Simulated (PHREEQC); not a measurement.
Consider water at 20 °C with 0.015 mol/kgw HF, 0.25 mol/kgw (CH3)4NF and 0.01 mol/kgw H2SO4. Closed to the air; pH follows from the charge balance.

The numbers come from PHREEQC with the ion-association model, phreeqc.dat.

No solid was allowed to form.

Predict the pH, ionic strength.

pH 3.99; ionic strength 0.260 mol/kgw.

In which forms is F present?

F- 81 %, HF2- 12 %, HF 7.4 % of the F.

Species that the database lacks are ignored. (CH3)4N+ isn't in the database: it is added as a free cation with an ion size of 4 Å.
